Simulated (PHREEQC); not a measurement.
**Silver or lead bath: an equilibrium model**

A solution holds 0.0038 mol/kgw PbCl2, 3.4e-05 mol/kgw HNO3 and 0.00011 mol/kgw Zn(NO3)2, at 10 °C. Closed to the air; pH follows from the charge balance.

Equilibrium calculation in PHREEQC: ion-association model, phreeqc.dat.

No solid was allowed to form.

Task: Predict the pH, ionic strength.

Result: pH 4.49; ionic strength 0.0109 mol/kgw.

Task: In which forms is Pb present?

Result: Pb+2 88 %, PbCl+ 11 % of the Pb.

Complexes and solids missing from the database can't appear. Away from 25 °C the constants follow the database's enthalpies or fits; those with neither stay at their 25 °C values.
